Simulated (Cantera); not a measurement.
A freely propagating, adiabatic, planar premixed flame of 50.2 % H₂, 10.4 % O₂, 39.3 % N₂, equivalence ratio 2.4, unburnt at 350 K and 2.00 bar; mixture-averaged transport, grid criteria slope 0.08 and curve 0.16, no radiation.

Detailed kinetics in Cantera: the H2/O2 subset of GRI-Mech 3.0, which has no nitrogen chemistry. Burning velocities carry a grid error of a few per cent, more on coarse grids.

Predict: laminar burning velocity; thermal thickness; peak x(H); peak x(HO₂); peak x(OH).


| Item | Result |
|---|---|
| laminar burning velocity | 347 cm/s |
| thermal thickness | 0.151 mm |
| peak x(H) | 0.0510 |
| peak x(HO₂) | 0.000624 |
| peak x(OH) | 0.00172 |
